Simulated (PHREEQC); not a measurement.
Dissolve 180 mmol/kgw NH4HF2, 0.49 mmol/kgw H2SiF6, 15 mmol/kgw HBF4 and 7.2 mmol/kgw HCl at 25 °C. Closed to the air; pH follows from the charge balance.

Equilibrium calculation in PHREEQC: ion-association model, phreeqc.dat.

### Question
The ionic strength comes out as 0.182 mol/kgw. What activity coefficients do BF4-, F-, Cl-, H+, SiF6-2 get?

### Answer
BF4- 0.75, F- 0.71, Cl- 0.72, H+ 0.80, SiF6-2 0.31.

Precipitation was switched off in this run. SiF6-2 is the database's only silicon fluoride. Real BF4- forms and hydrolyses slowly; the run takes it at equilibrium.
